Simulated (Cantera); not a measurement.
Cantera run:

```python
import numpy as np
import cantera as ct

gas_names = [...]  # 117 gases of nasa_gas.yaml made of C, H, Na, O
cond_names = """
    C(gr) C6H6(L) C7H8(L) C8H18(L),n-octa H2O(s) H2O(L) Na(cr) Na(L) NaOH(a) NaOH(L) NaO2(s) Na2CO3(I)
    Na2CO3(II) Na2CO3(L) Na2O(c) Na2O(a) Na2O(L) Na2O2(a) Na2O2(b)
""".split()


# ... load() reads the species with a 1 bar reference pressure and builds the phases ...
atoms = {
    'NaOH': {'Na': 1, 'O': 1, 'H': 1},
    'H2': {'H': 2},
    'CO2': {'C': 1, 'O': 2},
}
top_T = {'C(gr)': 4500, 'NaO2(s)': 800, 'Na2O2(b)': 940}  # K; cautious upper limits of use, not melting points


# ... equilibrate(T, P, feed) seeds the gas with the atoms and calls Mixture.equilibrate('TP', solver="vcs", rtol=1e-11, max_steps=5000) ...
results = []
feed = {'NaOH': 1, 'H2': 0.99, 'CO2': 0.012}  # mol
T = 1648  # K
for P in [10, 52, 270, 1400, 7200, 37000, 190000, 1000000]:
    mix = equilibrate(T, P, feed)
    results.append((T, P, feed, dict(zip(mix.species_names, mix.species_moles))))
    x = sorted(zip(gas.X, gas.species_names), reverse=True)
    print(f"T = {T:g} K  P = {P:g} Pa  gas = {mix.phase_moles(0):.4g} mol")
    print("   x: " + "  ".join(f"{s} {v:.3e}" for v, s in x if v > 0.001))
    print("   condensed (mol): " + ("  ".join(f"{mix.phase(i).name} {mix.phase_moles(i):.4g}"
          for i in range(1, mix.n_phases) if mix.phase_moles(i) > 1e-12) or "none"))
```

Result:

```
T = 1648 K  P = 10 Pa  gas = 2.504 mol
   x: H2O 3.991e-01  Na 3.966e-01  H2 1.924e-01  H 3.906e-03  CO 2.909e-03  NaOH 2.804e-03  CO2 1.883e-03
   condensed (mol): none
T = 1648 K  P = 52 Pa  gas = 2.496 mol
   x: H2O 3.971e-01  Na 3.943e-01  H2 1.957e-01  NaOH 6.273e-03  CO 2.943e-03  CO2 1.864e-03  H 1.727e-03
   condensed (mol): none
T = 1648 K  P = 270 Pa  gas = 2.486 mol
   x: H2O 3.915e-01  Na 3.885e-01  H2 2.006e-01  NaOH 1.371e-02  CO 3.000e-03  CO2 1.827e-03
   condensed (mol): none
T = 1648 K  P = 1400 Pa  gas = 2.467 mol
   x: H2O 3.797e-01  Na 3.765e-01  H2 2.097e-01  NaOH 2.872e-02  CO 3.108e-03  CO2 1.757e-03
   condensed (mol): none
T = 1648 K  P = 7200 Pa  gas = 2.434 mol
   x: H2O 3.584e-01  Na 3.546e-01  H2 2.257e-01  NaOH 5.579e-02  CO 3.297e-03  CO2 1.634e-03
   condensed (mol): none
T = 1648 K  P = 37000 Pa  gas = 2.383 mol
   x: H2O 3.249e-01  Na 3.198e-01  H2 2.509e-01  NaOH 9.808e-02  CO 3.586e-03  CO2 1.450e-03
   condensed (mol): none
T = 1648 K  P = 190000 Pa  gas = 2.313 mol
   x: H2 2.852e-01  H2O 2.805e-01  Na 2.717e-01  NaOH 1.529e-01  CO 3.970e-03  Na2 1.835e-03  Na2O2H2 1.481e-03  CO2 1.219e-03  NaH 1.187e-03
   condensed (mol): none
T = 1648 K  P = 1e+06 Pa  gas = 1.219 mol
   x: H2 7.517e-01  H2O 1.095e-01  Na 9.609e-02  NaOH 2.983e-02  CO 9.410e-03  NaH 1.563e-03  Na2 1.208e-03
   condensed (mol): NaOH(L) 0.8409
```

These are equilibrium values from Cantera (NASA tables, ideal gas, pure condensed phases), not measurements of a reactor.
